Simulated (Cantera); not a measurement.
AlBr3 + N2 + H2 (aluminium nitride and oxide growth)

Feed: 1 mol AlBr3, 1.7 mol N2, 1.9 mol H2, held at 74.0 Pa.

Method: chemical equilibrium by Gibbs-energy minimisation in Cantera with the NASA 1993 tables (ideal gas, pure condensed phases). Candidate condensed phases: Al, AlBr3, AlN, Br2; 19 gas species. Kinetics and transport are ignored.

From 1100 °C to 1150 °C the condensed part is AlN(s). From 1200 °C to 1750 °C nothing is condensed. The main Al-bearing gas is AlBr3 at 1100 °C and AlBr at 1750 °C.

| T (°C) | x N2 | x H2 | x Br | x HBr | x AlBr3 | x AlBr | x H | n AlN(s) |
|---|---|---|---|---|---|---|---|---|
| 1100 | 0.346 | 0.345 | 0.00449 | 0.127 | 0.168 | 0.00911 | 7.19e-5 | 0.176 |
| 1150 | 0.346 | 0.340 | 0.00694 | 0.121 | 0.159 | 0.0266 | 0.000142 | 0.118 |
| 1200 | 0.344 | 0.326 | 0.0106 | 0.117 | 0.139 | 0.0637 | 0.000265 | 0 |
| 1250 | 0.335 | 0.303 | 0.0204 | 0.143 | 0.115 | 0.0818 | 0.000468 | 0 |
| 1300 | 0.325 | 0.280 | 0.0364 | 0.167 | 0.0897 | 0.102 | 0.000790 | 0 |
| 1350 | 0.313 | 0.258 | 0.0598 | 0.183 | 0.0629 | 0.121 | 0.00129 | 0 |
| 1400 | 0.301 | 0.242 | 0.0896 | 0.188 | 0.0383 | 0.139 | 0.00206 | 0 |
| 1450 | 0.291 | 0.233 | 0.121 | 0.181 | 0.0198 | 0.151 | 0.00323 | 0 |
| 1500 | 0.283 | 0.231 | 0.150 | 0.165 | 0.00880 | 0.157 | 0.00503 | 0 |
| 1550 | 0.277 | 0.234 | 0.175 | 0.144 | 0.00359 | 0.159 | 0.00770 | 0 |
| 1600 | 0.273 | 0.237 | 0.195 | 0.123 | 0.00142 | 0.158 | 0.0116 | 0 |
| 1650 | 0.269 | 0.240 | 0.212 | 0.104 | 0.000564 | 0.157 | 0.0170 | 0 |
| 1700 | 0.265 | 0.241 | 0.226 | 0.0871 | 0.000226 | 0.154 | 0.0243 | 0 |
| 1750 | 0.262 | 0.239 | 0.238 | 0.0723 | 9.26e-5 | 0.151 | 0.0342 | 0 |
x: gas mole fraction; n: condensed amount in mol.
